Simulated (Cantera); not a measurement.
A perfectly stirred reactor is fed with 4.63 % N2O, 95.4 % N2, at 750 Torr; it is held at 1573 K, and followed from long to short residence time.

Detailed kinetics in Cantera: GRI-Mech 3.0 (53 species, 325 reactions). GRI-Mech 3.0 was tuned for natural gas; its chemistry of N2O as a main component is partial and can be far from experiment.

**Question.** Predict: x(N2O) at τ = 19.0 s; x(NO) at τ = 19.0 s; x(N2) at τ = 19.0 s; x(O2) at τ = 19.0 s; x(O) at τ = 19.0 s; x(N2O) at τ = 26.0 ms; x(NO) at τ = 26.0 ms; x(N2) at τ = 26.0 ms; x(O2) at τ = 26.0 ms; x(O) at τ = 26.0 ms.

**Answer.** 
```json
{
 "x(N2O) at τ = 19.0 s": "3.61e-5",
 "x(NO) at τ = 19.0 s": "0.00140",
 "x(N2) at τ = 19.0 s": "0.977",
 "x(O2) at τ = 19.0 s": "0.0219",
 "x(O) at τ = 19.0 s": "7.67e-6",
 "x(N2O) at τ = 26.0 ms": "0.0122",
 "x(NO) at τ = 26.0 ms": "0.00763",
 "x(N2) at τ = 26.0 ms": "0.967",
 "x(O2) at τ = 26.0 ms": "0.0128",
 "x(O) at τ = 26.0 ms": "8.97e-5"
}
```
